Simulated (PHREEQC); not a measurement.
Make-up at 75 °C: 43 mmol/kgw HF, 0.63 mmol/kgw NH4F and 0.2 mmol/kgw H4SiO4. It is in equilibrium with CO2 at log p = -3.4 (atm). Otherwise closed; pH follows from the charge balance.

Equilibrium calculation in PHREEQC: ion-association model, wateq4f.dat.

Each row changes one thing in this solution. This is a speciation only: nothing precipitates in the calculation.

```
case                                             pH  ionic strength (mol/kgw)  HF (mol/kgw)  F- (mol/kgw)  HF2- (mol/kgw)  H4SiO4 (mol/kgw)  SI of Quartz (SiO2)
---------------------------------------------  ----  ------------------------  ------------  ------------  --------------  ----------------  -------------------
as made                                        2.50                   0.00426        0.0372       0.00315        0.000510           7.75e-8                -3.76
HF left out                                    5.77                  0.000628       4.10e-6      0.000626         1.11e-8          0.000200                -0.35
temperature from 75 to 80 °C                   2.52                   0.00410        0.0376       0.00301        0.000486           1.74e-7                -3.46
NH4F replaced by NH4HCO3 at the same molality  2.50                   0.00423        0.0367       0.00313        0.000499           8.34e-8                -3.73
NH4F left out                                  2.46                   0.00393        0.0370       0.00287        0.000461           9.66e-8                -3.66
H4SiO4 from 0.0002 to 2e-05 mol/kgw            2.51                   0.00395        0.0380       0.00334        0.000551           6.41e-9                -4.84
NH4F from 0.00063 to 0.000693 mol/kgw          2.50                   0.00430        0.0373       0.00318        0.000515           7.58e-8                -3.77
```

Constants without temperature data keep their 25 °C values here. SiF6-2 is the database's only silicon fluoride.
